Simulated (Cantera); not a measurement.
Charge: 1 mol MgO, a varied amount of O2, 0.34 mol CO2, at 675 K and 12.0 bar.

Method: chemical equilibrium by Gibbs-energy minimisation in Cantera with the NASA 1993 tables (ideal gas, pure condensed phases). Candidate condensed phases: C, Mg, MgCO3, MgO; 15 gas species. Kinetics and transport are ignored.

x: gas mole fraction; n: condensed amount in mol.

| n(O2) (mol) | x O2 | x CO2 | n MgCO3(s) | n MgO(s) |
|---|---|---|---|---|
| 0.82 | 0.917 | 0.0832 | 0.266 | 0.734 |
| 1.7 | 0.917 | 0.0832 | 0.186 | 0.814 |
| 2.7 | 0.917 | 0.0832 | ___ | ___ |
| 3.6 | 0.917 | 0.0832 | 0.0134 | 0.987 |
| 4.5 | 0.930 | 0.0702 | 0 | 1.00 |
| 5.5 | 0.942 | 0.0582 | 0 | 1.00 |
| 6.4 | 0.950 | 0.0504 | 0 | 1.00 |
| 7.3 | 0.955 | ___ | 0 | 1.00 |
| 8.2 | 0.960 | 0.0398 | 0 | 1.00 |
| 9.2 | 0.964 | 0.0356 | 0 | 1.00 |

**Question.** Fill in the missing entries.

**Answer.** 
- 7.3, x CO2: 0.0445
- 2.7, n MgCO3(s): 0.0950
- 2.7, n MgO(s): 0.905
